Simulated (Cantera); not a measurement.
Input: 1 mol Fe₂O₃, 7.5 mol CO, 0.61 mol H₂, equilibrated at 0.100 bar.

Cantera equilibrium calculation (NASA polynomials, part measured and part estimated; ideal gas, pure solids and liquids). Candidate condensed phases: C, C₆H₆, C₇H₈, C₈H₁₈, Fe, Fe(CO)₅, FeO, Fe(OH)₂, Fe(OH)₃, Fe₂O₃, Fe₃O₄, H₂O; 114 gas species. Mutual solubility and eutectic melting of coexisting phases are not modelled. The tables' stoichiometric FeO is somewhat more stable than real wüstite, so its field is too wide. FeO: taken at fixed stoichiometry. The numbers say what is thermodynamically allowed, not how fast it happens.

Problem. What share of the Fe ends up in condensed phases as a function of T (°C), at 1252, 1327, 1402, 1477, 1552, 1627, 1702, 1777, 1852, 1927, 2002, 2077, 2152?

Solution. 
```tsv
T (°C)	Fe condensed (%)	as
1252	100.0	Fe(γ) + FeO(s)
1327	100.0	Fe(γ) + FeO(s)
1402	100.0	Fe(δ) + FeO(l)
1477	99.9	Fe(δ) + FeO(l)
1552	99.8	FeO(l)
1627	99.6	FeO(l)
1702	99.0	FeO(l)
1777	97.9	FeO(l)
1852	95.8	FeO(l)
1927	92.2	FeO(l)
2002	86.5	FeO(l)
2077	78.4	FeO(l)
2152	67.1	FeO(l)
```
